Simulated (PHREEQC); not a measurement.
Consider water at 20 °C with 1.8 mmol/kgw CsOH and 1.1 mmol/kgw K3PO4. Closed to the air; pH follows from the charge balance.

Model: ion-association model, wateq4f.dat, run in PHREEQC.

Task: The ionic strength comes out as 0.00660 mol/kgw. What activity coefficients do OH-, KHPO4-, Cs+, K+, PO4-3 get?

Result: OH- 0.92, KHPO4- 0.92, Cs+ 0.92, K+ 0.92, PO4-3 0.47.

No solid was allowed to form. H3PO4, which wateq4f.dat lacks, is added to it with the constant of phreeqc.dat.
